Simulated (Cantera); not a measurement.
An isothermal, constant-pressure homogeneous reactor starts with C2H6 : N2 = 1 : 28 (molar parts), at 1623 K and 370 Pa.

Computed with Cantera and GRI-Mech 3.0 (53 species, 325 reactions). GRI-Mech 3.0 stops at C3 and has no aromatics, soot or wall deposition, so with more carbon than oxygen in the feed, carbon stays in small species such as C2H2 where larger ones or solid carbon would form. Radical loss at walls, strong at low pressure, is not modelled.

Question: Predict: x(C2H6) at 50.0 s; x(H) at 50.0 s; x(H2) at 50.0 s; x(C2H2) at 50.0 s; x(HCN) at 50.0 s; x(C2H4) at 50.0 s; x(CH3) at 50.0 s.

Answer: 
```json
{
  "x(C2H6) at 50.0 s": "1.01e-9 (gas-phase equilibrium <1e-12)",
  "x(H) at 50.0 s": "0.000248 (gas-phase equilibrium 0.000290)",
  "x(H2) at 50.0 s": "0.0641 (gas-phase equilibrium 0.0644)",
  "x(C2H2) at 50.0 s": "0.0322 (gas-phase equilibrium 0.00856)",
  "x(HCN) at 50.0 s": "2.45e-5 (gas-phase equilibrium 0.0474)",
  "x(C2H4) at 50.0 s": "8.07e-7 (gas-phase equilibrium 1.84e-7)",
  "x(CH3) at 50.0 s": "1.23e-5 (gas-phase equilibrium 1.27e-7)"
}
```
